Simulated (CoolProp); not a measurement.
Sulfur hexafluoride at 298.15 K and 10.6 MPa flows at 0.053 m/s in a round tube of 12.7 mm bore and 1.5 µm roughness, fully developed (64/Re and Nu = 3.66 if laminar; Colebrook and Gnielinski if turbulent). Each further row changes one setting.

Values from CoolProp's reference Helmholtz-energy equation of state, Guder 2009.

```csv
case,Reynolds number,Darcy friction factor,pressure drop (Pa/m),heat-transfer coefficient (W/(m² K)),mass flow (kg/h)
as stated,5990,0.0357,6.01,168,?
velocity 0.106 m/s,12000,0.0297,?,320,73.7
diameter 25.4 mm,12000,0.0296,?,160,147
```

**Question.** Complete the blanks.

**Answer.** 
- as stated, mass flow (kg/h): 36.8
- velocity 0.106 m/s, pressure drop (Pa/m): 20.0
- diameter 25.4 mm, pressure drop (Pa/m): 2.49

Viscosity comes from a separate model (Quiñones-Cisneros 2012). Thermal conductivity comes from a separate model (Assael 2012).
